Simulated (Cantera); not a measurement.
## Al(CH₃)₃ + N₂ (aluminium nitride and oxide growth)

Feed: 1 mol Al(CH₃)₃, 46 mol N₂, equilibrated at 650 °C and 0.100 bar.

Equilibrium computed with Cantera from the NASA thermochemical tables; the gas is ideal and each condensed phase is pure. Candidate condensed phases: Al, AlN, C, C₆H₆, C₇H₈, C₈H₁₈; 97 gas species. The feed counts by its element totals alone. Rates play no part.

| Quantity | Result |
|---|---|
| x(N₂) | 0.910 |
| x(H₂) | 0.0896 |
| x(CH₄) | 0.000187 |
| x(NH₃) | 2.59e-6 |
| n(AlN(s)) | 1.00 mol |
| n(C(graphite)) | 2.99 mol |
| gas amount | 49.99 mol |
| log10 activity of Al(s) (absent) | -11.97 |
